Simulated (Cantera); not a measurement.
# Adiabatic ignition

An adiabatic, constant-volume homogeneous reactor starts with CO : H2 : CH4 : O2 : N2 : CO2 = 1 : 1.2 : 0.13 : 1.36 : 5.11 : 0.35 (molar parts), equivalence ratio 1.0, at 1648 K and 1900000 Pa.

Computed with Cantera and GRI-Mech 3.0 (53 species, 325 reactions). The pressure lies above the range GRI-Mech 3.0 was tuned for (to about 10 atm). Above 3000 K some thermodynamic fits are extrapolated.

| t (s) | T (K) | P (bar) | x CO | x H2 | x CH4 | x CH2O | x NO2 | x CH3 | x H |
|---|---|---|---|---|---|---|---|---|---|
| 3.00e-6 | 3179 | 34.0 | 0.0664 | 0.0116 | <1e-12 | 1.06e-8 | 1.68e-6 | 1.77e-12 | 0.00498 |
| 1.47e-5 | 3168 | 33.9 | 0.0666 | 0.0117 | <1e-12 | 1.08e-8 | 9.65e-6 | 1.83e-12 | 0.00483 |
| 7.24e-5 | 3153 | 33.7 | 0.0671 | 0.0119 | <1e-12 | 1.10e-8 | 1.72e-5 | 1.89e-12 | 0.00469 |
| 0.000356 | 3153 | 33.7 | 0.0671 | 0.0120 | <1e-12 | 1.10e-8 | 1.74e-5 | 1.89e-12 | 0.00468 |
| 0.00175 | 3153 | 33.7 | 0.0671 | 0.0120 | <1e-12 | 1.10e-8 | 1.74e-5 | 1.89e-12 | 0.00468 |
| 0.00858 | 3153 | 33.7 | 0.0671 | 0.0120 | <1e-12 | 1.10e-8 | 1.74e-5 | 1.89e-12 | 0.00468 |
| 0.0422 | 3153 | 33.7 | 0.0671 | 0.0120 | <1e-12 | 1.10e-8 | 1.74e-5 | 1.89e-12 | 0.00468 |
| 0.207 | 3153 | 33.7 | 0.0671 | 0.0120 | <1e-12 | 1.10e-8 | 1.74e-5 | 1.89e-12 | 0.00468 |
| 1.02 | 3153 | 33.7 | 0.0671 | 0.0120 | <1e-12 | 1.10e-8 | 1.74e-5 | 1.89e-12 | 0.00468 |
| 5.00 | 3153 | 33.7 | 0.0671 | 0.0120 | <1e-12 | 1.10e-8 | 1.74e-5 | 1.89e-12 | 0.00468 |
x: mole fraction; the columns are a selection and need not sum to one.

```
Quantity                                                           Value
---------------------------------  -------------------------------------
time of steepest temperature rise                               0.886 µs
temperature at 5.00 s                                             3153 K
equilibrium temperature                                           3153 K
x(CO) at 5.00 s                    0.0671 (gas-phase equilibrium 0.0671)
x(H2) at 5.00 s                    0.0120 (gas-phase equilibrium 0.0120)
x(CH4) at 5.00 s                   <1e-12 (gas-phase equilibrium <1e-12)
```
